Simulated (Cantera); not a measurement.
A Cantera script and what it prints.

```python
import numpy as np
import cantera as ct

gas_names = """
    CL CL2 H HCL H2 N NH NH2 NH3 N2 N2H2 N2H4 Si SiCL SiCL2 SiCL3 SiCL4 SiH SiHCL3 SiH2 SiH2CL2 SiH3
    SiH3CL SiH4 SiN Si2 Si2N Si3
""".split()
cond_names = """
    NH4CL(a) NH4CL(b) Si(cr) Si(L) Si3N4(a)
""".split()


# ... load() reads the species with a 1 bar reference pressure and builds the phases ...
atoms = {
    'Si2Cl6': {'Si': 2, 'CL': 6},
    'NH3': {'N': 1, 'H': 3},
    'N2': {'N': 2},
}
top_T = {'Si3N4(a)': 2400}  # K; cautious upper limits of use, not melting points


# ... equilibrate(T, P, feed) seeds the gas with the atoms and calls Mixture.equilibrate('TP', solver="vcs", rtol=1e-11, max_steps=5000) ...
results = []
P = 6300  # Pa
for T in [1848, 1873, 1898, 1923, 1948, 1973, 1998, 2023, 2048]:
    for m in [2.8, 6.5, 10, 14, 18, 21, 25, 29, 32, 36, 40, 44, 47]:
        feed = {'Si2Cl6': 1, 'NH3': 10, 'N2': m}  # mol
        mix = equilibrate(T, P, feed)
        results.append((T, P, feed, dict(zip(mix.species_names, mix.species_moles))))

for T, P, feed, n in results:
    print(f"{T:7g} {feed['N2']:10.4g}  " + (" + ".join(c for c in cond_names if n.get(c, 0) > 1e-12) or "gas only"))
```

Output:

```
   1848        2.8  Si(L) + Si3N4(a)
   1848        6.5  Si3N4(a)
   1848         10  Si3N4(a)
   1848         14  Si3N4(a)
   1848         18  Si3N4(a)
   1848         21  Si3N4(a)
   1848         25  Si3N4(a)
   1848         29  Si3N4(a)
   1848         32  Si3N4(a)
   1848         36  Si3N4(a)
   1848         40  Si3N4(a)
   1848         44  Si3N4(a)
   1848         47  Si3N4(a)
   1873        2.8  Si(L)
   1873        6.5  Si(L)
   1873         10  Si3N4(a)
   1873         14  Si3N4(a)
   1873         18  Si3N4(a)
   1873         21  Si3N4(a)
   1873         25  Si3N4(a)
   1873         29  Si3N4(a)
   1873         32  Si3N4(a)
   1873         36  Si3N4(a)
   1873         40  Si3N4(a)
   1873         44  Si3N4(a)
   1873         47  Si3N4(a)
   1898        2.8  Si(L)
   1898        6.5  Si(L)
   1898         10  Si(L)
   1898         14  Si(L)
   1898         18  Si(L)
   1898         21  Si(L)
   1898         25  Si(L)
   1898         29  Si3N4(a)
   1898         32  Si3N4(a)
   1898         36  Si3N4(a)
   1898         40  Si3N4(a)
   1898         44  Si3N4(a)
   1898         47  Si3N4(a)
   1923        2.8  Si(L)
   1923        6.5  Si(L)
   1923         10  Si(L)
   1923         14  Si(L)
   1923         18  Si(L)
   1923         21  Si(L)
   1923         25  Si(L)
   1923         29  Si(L)
   1923         32  Si(L)
   1923         36  Si(L)
   1923         40  Si(L)
   1923         44  Si(L)
   1923         47  Si(L)
   1948        2.8  Si(L)
   1948        6.5  Si(L)
   1948         10  Si(L)
   1948         14  Si(L)
   1948         18  Si(L)
   1948         21  Si(L)
   1948         25  Si(L)
   1948         29  Si(L)
   1948         32  Si(L)
   1948         36  Si(L)
   1948         40  Si(L)
   1948         44  Si(L)
   1948         47  Si(L)
   1973        2.8  Si(L)
   1973        6.5  Si(L)
   1973         10  Si(L)
   1973         14  Si(L)
   1973         18  Si(L)
   1973         21  Si(L)
   1973         25  Si(L)
   1973         29  Si(L)
   1973         32  Si(L)
   1973         36  Si(L)
   1973         40  Si(L)
   1973         44  Si(L)
   1973         47  Si(L)
   1998        2.8  Si(L)
   1998        6.5  Si(L)
   1998         10  Si(L)
   1998         14  Si(L)
   1998         18  Si(L)
   1998         21  Si(L)
   1998         25  Si(L)
   1998         29  Si(L)
   1998         32  Si(L)
   1998         36  Si(L)
   1998         40  Si(L)
   1998         44  Si(L)
   1998         47  Si(L)
   2023        2.8  Si(L)
   2023        6.5  Si(L)
   2023         10  Si(L)
   2023         14  Si(L)
   2023         18  Si(L)
   2023         21  Si(L)
   2023         25  Si(L)
   2023         29  Si(L)
   2023         32  Si(L)
   2023         36  Si(L)
   2023         40  Si(L)
   2023         44  Si(L)
   2023         47  Si(L)
   2048        2.8  Si(L)
   2048        6.5  Si(L)
   2048         10  Si(L)
   2048         14  Si(L)
   2048         18  Si(L)
   2048         21  Si(L)
   2048         25  Si(L)
   2048         29  Si(L)
   2048         32  Si(L)
   2048         36  Si(L)
   2048         40  Si(L)
   2048         44  Si(L)
   2048         47  Si(L)
```

Method: chemical equilibrium by Gibbs-energy minimisation in Cantera with the NASA 1993 tables (ideal gas, pure condensed phases). The feed counts by its element totals alone. Mutual solubility and eutectic melting of coexisting phases are not modelled. The tables' values for SiCl3 are old estimates.
